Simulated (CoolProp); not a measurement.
Saturated liquid density (kg/m³) of fluoroethane (R161): the reference equation beside estimates from Tc = 375.2 K, pc = 5010 kPa, ω = 0.216. Rackett uses Z = 0.29056 − 0.08775 ω.

Values from CoolProp's reference Helmholtz-energy equation of state, Wu 2012.

| T (K) | reference | Rackett | van der Waals | Peng-Robinson |
|---|---|---|---|---|
| 194.9 | 872.7 | 817.9 | 500.4 | 850.0 |
| 197.8 | ? | 814.0 | 498.1 | 846.4 |
| 200.7 | 865.1 | 809.9 | 495.9 | 842.8 |
| 203.6 | 861.3 | 805.9 | ? | 839.1 |
| 206.5 | 857.5 | 801.8 | 491.2 | 835.4 |
| 209.4 | 853.6 | 797.7 | 488.9 | 831.6 |
| 212.3 | 849.8 | 793.6 | 486.5 | 827.7 |
| 215.2 | ? | 789.4 | 484.1 | 823.8 |
| 218.1 | 842.0 | 785.3 | 481.7 | 819.8 |
| 221 | 838.0 | 781.0 | 479.3 | 815.7 |
| 223.9 | 834.1 | ? | 476.8 | 811.5 |
| 226.9 | 829.9 | 772.3 | ? | 807.1 |
| 229.8 | 825.9 | 768.0 | 471.6 | 802.8 |
| 232.7 | 821.8 | 763.6 | 469.1 | 798.4 |

### Question
Complete the blanks.

### Answer

- 197.8, reference: 868.9
- 203.6, van der Waals: 493.6
- 215.2, reference: 845.9
- 223.9, Rackett: 776.8
- 226.9, van der Waals: 474.2

Absolute difference from the reference over all 14 rows, mean and median: Rackett 6.7 and 6.6 %, van der Waals 42.8 and 42.8 %, Peng-Robinson 2.7 and 2.6 %.
